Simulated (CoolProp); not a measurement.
Vapour-liquid equilibrium of propylene (1) + R115 (2) at 1.26 MPa; x and y are mole fractions of (1).

Values from CoolProp's multi-fluid Helmholtz-energy mixture model, Lemmon 2013 and Lemmon 2016; pair parameters Bell 2016.

**Question.** Give the bubble temperature and the first vapour's composition at x = 0.35, 0.575, 0.8. Is there an azeotrope?

**Answer.** x = 0.35: 301.0 K, y = 0.438; x = 0.575: 298.4 K, y = 0.611; x = 0.8: 298.4 K, y = 0.776. y crosses x between x = 0.65 and 0.725: the model has an azeotrope there.

Pair parameters are fitted to limited data, so mixtures are less certain than the pure fluids.
